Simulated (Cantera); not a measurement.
An isothermal, constant-pressure homogeneous reactor starts with CH4 : N2 = 1 : 17 (molar parts), at 1898 K and 27.8 Torr. Integrator tolerance rtol = 1e-08.

Detailed kinetics in Cantera: GRI-Mech 3.0 (53 species, 325 reactions). GRI-Mech 3.0 stops at C3 and has no aromatics, soot or wall deposition, so with more carbon than oxygen in the feed, carbon stays in small species such as C2H2 where larger ones or solid carbon would form. Radical loss at walls, strong at low pressure, is not modelled.

**Question.** What does this change do: temperature 1898 to 1048 K?

**Answer.** 
| quantity | before | after |
|---|---|---|
| x(CH4) at 20.0 s | 1.11e-6 (gas-phase equilibrium 1.65e-6) | 0.0556 (gas-phase equilibrium 0.0227) |
| x(C2H4) at 20.0 s | 9.28e-7 (gas-phase equilibrium 1.75e-7) | 2.17e-10 (gas-phase equilibrium 0.00148) |
| x(CH3) at 20.0 s | 3.24e-7 (gas-phase equilibrium 4.82e-7) | 2.62e-8 (gas-phase equilibrium 7.69e-8) |
| x(H) at 20.0 s | 0.00115 (gas-phase equilibrium 0.00115) | <1e-12 (gas-phase equilibrium 8.60e-9) |
| x(CH2) at 20.0 s | 5.73e-9 (gas-phase equilibrium 8.53e-9) | <1e-12 (gas-phase equilibrium <1e-12) |
